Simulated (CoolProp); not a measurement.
Dodecamethylcyclohexasiloxane (D6) along the isotherm 620 K: density (kg/m³) from the reference equation and from simpler models built on Tc = 645.8 K, pc = 0.9614 MPa, ω = 0.736; each cubic takes its own stable root.

Model: reference Helmholtz-energy equation of state, Colonna 2008, in CoolProp. It is a short technical equation, of lower accuracy than the large ones.

```
p (MPa)   phase  reference
-------  ------  ---------
0.401       gas      44.51
0.801    liquid      507.5
1.2      liquid      531.3
1.6      liquid      548.5
2        liquid      562.3
2.4      liquid      573.9
2.8      liquid      584.0
3.2      liquid      592.9
3.61     liquid      601.2
4.01     liquid      608.5
4.41     liquid      615.3
4.81     liquid      621.6
```

Problem. How far does each simpler model (van der Waals, Redlich-Kwong, Soave-Redlich-Kwong) lie from the reference over these 12 states: mean and median of the absolute difference, and the worst?

Solution. 
- van der Waals: mean 31.4 %, median 28.6 %, worst -75.6 % at 620 K and 0.801 MPa
- Redlich-Kwong: mean 10.0 %, median 8.4 %, worst -22.6 % at 620 K and 0.801 MPa
- Soave-Redlich-Kwong: mean 6.4 %, median 5.7 %, worst -12.4 % at 620 K and 0.801 MPa

At some of these states van der Waals gives the other phase, because its saturation line lies elsewhere.
